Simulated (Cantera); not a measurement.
Equilibrium for chlorosilane synthesis and conversion: SiCl4 + HCl + H2

Input: 1 mol SiCl4, 1.5 mol HCl, 0.25 mol H2, equilibrated at 1000 K and 1350 Torr.

These are equilibrium values from Cantera (NASA tables, ideal gas, pure condensed phases), not measurements of a reactor. Candidate condensed phases: Si; 19 gas species. The tables' values for SiCl3 are old estimates; treat these amounts as uncertain. Kinetics and transport are ignored.

x(HCl): 0.546
x(SiCl4): 0.363
x(H2): 0.0905
x(SiHCl3): 0.000424
x(SiCl3): 1.83e-5
gas amount: 2.750 mol
log10 activity of Si(s) (absent): -8.40
